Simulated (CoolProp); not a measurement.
Saturated liquid density (kg/m³) of R1234ze(Z): the reference equation beside estimates from Tc = 423.3 K, pc = 35.31 bar, ω = 0.327. Rackett uses Z = 0.29056 − 0.08775 ω.

The numbers come from the reference Helmholtz-energy equation of state, Akasaka 2019 in CoolProp.

| T (K) | reference | Rackett | van der Waals | Soave-Redlich-Kwong |
|---|---|---|---|---|
| 297.2 | 1227 | 1127 | 651.8 | 995.1 |
| 302.3 | 1213 | 1115 | 644.8 | 983.4 |
| 307.3 | 1200 | 1102 | 637.8 | 971.5 |
| 312.4 | 1186 | 1089 | 630.5 | 958.9 |
| 317.4 | 1171 | 1076 | 623.2 | 946.1 |
| 322.5 | 1156 | 1063 | 615.5 | 932.6 |
| 327.5 | 1141 | 1049 | 607.7 | 918.9 |
| 332.6 | 1126 | 1035 | 599.6 | 904.3 |
| 337.6 | 1110 | 1021 | 591.4 | 889.4 |
| 342.7 | 1093 | 1006 | 582.7 | 873.6 |
| 347.7 | 1077 | 990.9 | 573.9 | 857.5 |
| 352.7 | 1059 | 975.3 | 564.8 | 840.6 |

Absolute difference from the reference over all 12 rows, mean and median: Rackett 8.1 and 8.1 %, van der Waals 46.8 and 46.8 %, Soave-Redlich-Kwong 19.6 and 19.4 %.
